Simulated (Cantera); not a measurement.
A freely propagating, adiabatic, planar premixed flame of H2 : O2 : N2 = 1 : 0.515 : 2.42 (molar parts), equivalence ratio 0.97, unburnt at 300 K and 0.0987 atm; mixture-averaged transport, grid criteria slope 0.08 and curve 0.16, no radiation.

Model: the H2/O2 subset of GRI-Mech 3.0, which has no nitrogen chemistry, integrated in Cantera. Burning velocities carry a grid error of a few per cent, more on coarse grids.

### Question
What does this change do: inlet temperature 300 to 350 K?

### Answer
| quantity | before | after |
|---|---|---|
| laminar burning velocity | 148 cm/s | 187 cm/s |
| thermal thickness | 7.85 mm | 8.60 mm |
| peak x(OH) | 0.0101 | 0.0107 |
| peak x(HO2) | 0.000100 | 8.84e-5 |
| peak x(O) | 0.00927 | 0.00990 |
